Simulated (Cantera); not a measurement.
Si + NF₃ (silicon etching in halogen gases)

Charge: 1 mol Si, 2.3 mol NF₃, equilibrated at 623.15 K and 51.0 mbar.

Method: chemical equilibrium by Gibbs-energy minimisation in Cantera with the NASA 1993 tables (ideal gas, pure condensed phases). Candidate condensed phases: Si, Si₃N₄; 16 gas species. Kinetics and transport are ignored.

The x(SiF₄) is 0.375 and the x(NF₃) is 0.350. The x(N₂) is 0.256, the x(F₂) is 0.0183 and the x(F) is 0.000154. The gas amount comes out as 2.666 mol and the log10 activity of Si(s) (absent) is -123.57.
